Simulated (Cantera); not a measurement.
What does this Cantera script print?

```python
import numpy as np
import cantera as ct

gas_names = [...]  # 113 gases of nasa_gas.yaml made of C, H, O, Ti
cond_names = """
    C(gr) C6H6(L) C7H8(L) C8H18(L),n-octa H2O(s) H2O(L) Ti(a) Ti(b) Ti(L) TiC(s) TiC(L) TiO(a) TiO(b)
    TiO(L) TiO2(ru) TiO2(L) Ti2O3(a) Ti2O3(b) Ti2O3(L) Ti3O5(a) Ti3O5(b) Ti3O5(L) Ti4O7(s) Ti4O7(L)
""".split()


# ... load() reads the species with a 1 bar reference pressure and builds the phases ...
atoms = {
    'Ti(OiPr)4': {'Ti': 1, 'C': 12, 'H': 28, 'O': 4},
    'H2': {'H': 2},
    'H2O': {'H': 2, 'O': 1},
}
top_T = {'C(gr)': 4500}  # K; cautious upper limits of use, not melting points


# ... equilibrate(T, P, feed) seeds the gas with the atoms and calls Mixture.equilibrate('TP', solver="vcs", rtol=1e-11, max_steps=5000) ...
results = []
feed = {'Ti(OiPr)4': 1, 'H2': 5.3, 'H2O': 0.19}  # mol
T = 2198  # K
P = 13332.2  # Pa
mix = equilibrate(T, P, feed)
results.append((T, P, feed, dict(zip(mix.species_names, mix.species_moles))))
x = sorted(zip(gas.X, gas.species_names), reverse=True)
print(f"T = {T:g} K  P = {P:g} Pa  gas = {mix.phase_moles(0):.4g} mol")
print("   x: " + "  ".join(f"{s} {v:.3e}" for v, s in x if v > 1e-06))
print("   condensed (mol): " + ("  ".join(f"{mix.phase(i).name} {mix.phase_moles(i):.4g}"
      for i in range(1, mix.n_phases) if mix.phase_moles(i) > 1e-12) or "none"))
```

Result:

```
T = 2198 K  P = 13332.2 Pa  gas = 23.84 mol
   x: H2 8.085e-01  CO 1.757e-01  H 1.371e-02  C2H2,acetylene 2.049e-03  CH4 2.301e-05  CH3 7.478e-06  C4H2 2.115e-06  C2H 1.197e-06  H2O 1.087e-06
   condensed (mol): C(gr) 6.711  TiC(s) 1
```

These are equilibrium values from Cantera (NASA tables, ideal gas, pure condensed phases), not measurements of a reactor. The feed counts by its element totals alone. TiC: taken at fixed stoichiometry.
